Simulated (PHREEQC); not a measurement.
Consider water at 25 °C with 5.2 mol/kgw NaBr, 0.075 mol/kgw BaCl2 and 0.2 mol/kgw MgCl2. Closed to the air; pH follows from the charge balance.

Model: Pitzer model, pitzer.dat, run in PHREEQC.

Each row changes one thing in this solution. Precipitation was switched off in this run.

```json
[
 {"case": "as made", "MgOH+ (mol/kgw)": "9.00e-7", "SI of Halite (NaCl)": "-1.05", "SI of Bischofite (MgCl2:6H2O)": "-5.83"},
 {"case": "MgCl2 from 0.2 to 0.3 mol/kgw", "MgOH+ (mol/kgw)": "1.11e-6", "SI of Halite (NaCl)": "-0.88", "SI of Bischofite (MgCl2:6H2O)": "-5.34"},
 {"case": "BaCl2 from 0.075 to 0.15 mol/kgw", "MgOH+ (mol/kgw)": "9.13e-7", "SI of Halite (NaCl)": "-0.93", "SI of Bischofite (MgCl2:6H2O)": "-5.60"},
 {"case": "BaCl2 from 0.075 to 0.112 mol/kgw", "MgOH+ (mol/kgw)": "9.06e-7", "SI of Halite (NaCl)": "-0.99", "SI of Bischofite (MgCl2:6H2O)": "-5.71"},
 {"case": "BaCl2 left out", "MgOH+ (mol/kgw)": "8.89e-7", "SI of Halite (NaCl)": "?", "SI of Bischofite (MgCl2:6H2O)": "-6.12"},
 {"case": "diluted 5-fold with water", "MgOH+ (mol/kgw)": "1.60e-7", "SI of Halite (NaCl)": "-2.87", "SI of Bischofite (MgCl2:6H2O)": "?"},
 {"case": "NaBr replaced by NaCl at the same molality", "MgOH+ (mol/kgw)": "4.81e-7", "SI of Halite (NaCl)": "?", "SI of Bischofite (MgCl2:6H2O)": "-4.23"}
]
```

Complete the blanks.


- BaCl2 left out, SI of Halite (NaCl): -1.20
- diluted 5-fold with water, SI of Bischofite (MgCl2:6H2O): -8.88
- NaBr replaced by NaCl at the same molality, SI of Halite (NaCl): -0.13
